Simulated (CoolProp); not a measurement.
A single-stage vapour-compression cycle with tetrahydrofuran: evaporating at 320.15 K (dew point), condensing at 367.15 K (bubble point), superheat 2 K, subcooling 0 K, compressor efficiency 0.75, no pressure losses. Each further row changes one setting.

Model: reference Helmholtz-energy equation of state, Fiedler 2023, in CoolProp.

```
case                              cooling COP  pressure ratio  discharge temperature (K)  refrigerating effect (kJ/kg)  volumetric capacity (kJ/m³)
--------------------------------  -----------  --------------  -------------------------  ----------------------------  ---------------------------
as stated                                4.47            4.42                      384.8                           343                          494
evaporating temperature 325.15 K         5.15            3.68                      382.3                           348                          594
condensing temperature 362.15 K          5.09            3.85                      379.1                           353                          508
subcooling 5 K                           4.60            4.42                      384.8                           353                          508
superheat 12 K                           4.48            4.42                      394.5                           355                          495
compressor efficiency 0.65               3.87            4.42                      392.9                           343                          494
```
